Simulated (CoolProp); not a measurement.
R142b at several states: fugacity coefficient from the reference equation and from simpler models built on Tc = 410.3 K, pc = 4055 kPa, ω = 0.232; each cubic takes its own stable root.

The numbers come from the reference Helmholtz-energy equation of state, Lemmon 2006 in CoolProp. It is a short technical equation, of lower accuracy than the large ones.

| T (K) | p (kPa) | phase | reference |
|---|---|---|---|
| 284.9 | 17.5 | gas | 0.9949 |
| 306.2 | 104 | gas | 0.9766 |
| 282.2 | 81.6 | gas | 0.9755 |
| 302.3 | 22.9 | gas | 0.9946 |
| 207.5 | 2700 | liquid | 0.002005 |

**Question.** How far does each simpler model (van der Waals, Redlich-Kwong, Soave-Redlich-Kwong, Peng-Robinson) lie from the reference over these 5 states: mean and median of the absolute difference, and the worst?

**Answer.** 
- van der Waals: mean 502.3 %, median 0.8 %, worst +2509.0 % at 207.5 K and 2700 kPa
- Redlich-Kwong: mean 25.3 %, median 0.4 %, worst +125.4 % at 207.5 K and 2700 kPa
- Soave-Redlich-Kwong: mean 0.2 %, median 0.1 %, worst +0.3 % at 282.2 K and 81.6 kPa
- Peng-Robinson: mean 1.2 %, median 0.1 %, worst +5.8 % at 207.5 K and 2700 kPa
